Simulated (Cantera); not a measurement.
Cantera run:

```python
import numpy as np
import cantera as ct

gas_names = [...]  # 110 gases of nasa_gas.yaml made of C, H, O
cond_names = """
    C(gr) C6H6(L) C7H8(L) C8H18(L),n-octa H2O(s) H2O(L)
""".split()


# ... load() reads the species with a 1 bar reference pressure and builds the phases ...
atoms = {
    'acetone': {'C': 3, 'H': 6, 'O': 1},
    'H2O': {'H': 2, 'O': 1},
}
top_T = {'C(gr)': 4500}  # K; cautious upper limits of use, not melting points


# ... equilibrate(T, P, feed) seeds the gas with the atoms and calls Mixture.equilibrate('TP', solver="vcs", rtol=1e-11, max_steps=5000) ...
results = []
feed = {'acetone': 1, 'H2O': 0.4}  # mol
P = 150  # Pa
for T in [2523, 2598, 2673, 2748, 2823, 2898, 2973]:
    mix = equilibrate(T, P, feed)
    results.append((T, P, feed, dict(zip(mix.species_names, mix.species_moles))))

top = {s: max(r[3][s] / sum(r[3][g] for g in gas_names) for r in results) for s in gas_names}
cols = sorted((s for s in top if top[s] > 0.001), key=lambda s: -top[s])[:6]
seen = [c for c in cond_names if any(r[3].get(c, 0) > 1e-12 for r in results)]
print("log10 of partial pressures in bar; condensed amounts in mol")
print(f"{'T/K':>10s}" + "".join(f"{s[:9]:>10s}" for s in cols + seen))
for T, P, feed, n in results:
    ng = sum(n[g] for g in gas_names)
    print(f"{T:10.4g}" + "".join(f"{np.log10(max(n[s] / ng * P / 1e5, 1e-99)):10.3f}" for s in cols)
          + "".join(f"{n.get(c, 0):10.4g}" for c in seen))
```

Output:

```
log10 of partial pressures in bar; condensed amounts in mol
       T/K         H        H2        CO        C3         C        C2     C(gr)
      2523    -3.200    -3.287    -3.462    -6.150    -6.643    -7.183     1.535
      2598    -3.118    -3.396    -3.488    -5.667    -6.216    -6.695     1.502
      2673    -3.055    -3.529    -3.514    -5.213    -5.813    -6.234     1.426
      2748    -3.011    -3.686    -3.540    -4.784    -5.433    -5.799     1.236
      2823    -2.987    -3.870    -3.568    -4.379    -5.073    -5.387    0.7496
      2898    -2.979    -4.074    -3.596    -4.111    -4.770    -5.075         0
      2973    -2.966    -4.257    -3.607    -4.139    -4.577    -4.965         0
```

Equilibrium computed with Cantera from the NASA thermochemical tables; the gas is ideal and each condensed phase is pure. The feed counts by its element totals alone.
